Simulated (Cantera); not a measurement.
Input: 1 mol Ta, 4.3 mol O₂, 4.6 mol N₂, equilibrated at 100 Torr.

Equilibrium computed with Cantera from the NASA thermochemical tables; the gas is ideal and each condensed phase is pure. Candidate condensed phases: Ta, Ta₂O₅; 12 gas species. Equilibrium is a limit: real reactors are often held back by kinetics, nucleation or transport. All values below are at 2200 K.

Base state: N₂ 0.592, O₂ 0.388, NO 0.0149, O 0.00461 (mole fractions); condensed: Ta₂O₅(l).

### Question
What changes in the equilibrium state with this change: pressure from 100 Torr to 7.50 Torr?

### Answer
```
species         before    after
-------------  -------  -------
N₂               0.592    0.589
O₂               0.388    0.380
O              0.00461   0.0167
NO              0.0149   0.0147
TaO₂           6.54e-7  1.68e-5
Ta₂O₅(l), mol    0.500    0.500
```
